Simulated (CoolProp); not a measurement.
n-nonane along the isotherm 201.65 °C: density (kg/m³) from the reference equation and from simpler models built on Tc = 321.4 °C, pc = 2.282 MPa, ω = 0.443; each cubic takes its own stable root.

The numbers come from the reference Helmholtz-energy equation of state, Lemmon 2006 in CoolProp. It is a short technical equation, of lower accuracy than the large ones.

| p (MPa) | phase | reference | van der Waals | Redlich-Kwong | Soave-Redlich-Kwong | Peng-Robinson |
|---|---|---|---|---|---|---|
| 0.228 | gas | 8.121 | 7.822 | 7.945 | 8.038 | 8.078 |
| 0.456 | liquid | (withheld) | 16.69 | 17.33 | 469.6 | 532.6 |
| 0.685 | liquid | 559.7 | 27.20 | 433.5 | 471.0 | 534.0 |
| 0.913 | liquid | 560.5 | 306.2 | 435.8 | 472.4 | 535.4 |
| 1.14 | liquid | 561.3 | 309.0 | 438.0 | 473.7 | 536.7 |
| 1.37 | liquid | 562.1 | 311.6 | 440.1 | 475.1 | 538.0 |
| 1.6 | liquid | 562.9 | 314.0 | 442.2 | 476.4 | (withheld) |
| 1.83 | liquid | 563.6 | 316.3 | 444.2 | 477.6 | 540.6 |
| 2.05 | liquid | 564.3 | 318.3 | (withheld) | 478.8 | 541.8 |
| 2.28 | liquid | 565.1 | 320.3 | 447.9 | (withheld) | 543.0 |
| 2.51 | liquid | 565.8 | (withheld) | 449.8 | 481.2 | 544.2 |
| 2.74 | liquid | 566.6 | 324.0 | 451.5 | 482.4 | 545.4 |
| 2.97 | liquid | 567.3 | 325.8 | 453.3 | (withheld) | 546.5 |
| 3.19 | liquid | 568.0 | 327.3 | 454.9 | 484.6 | 547.6 |
| 3.42 | liquid | 568.7 | 328.9 | 456.5 | 485.7 | 548.7 |

What belongs in the gaps?


- 0.456, reference: 558.9
- 1.6, Peng-Robinson: 539.3
- 2.05, Redlich-Kwong: 446.1
- 2.28, Soave-Redlich-Kwong: 480.0
- 2.51, van der Waals: 322.2
- 2.97, Soave-Redlich-Kwong: 483.5

At some of these states van der Waals, Redlich-Kwong gives the other phase, because its saturation line lies elsewhere.
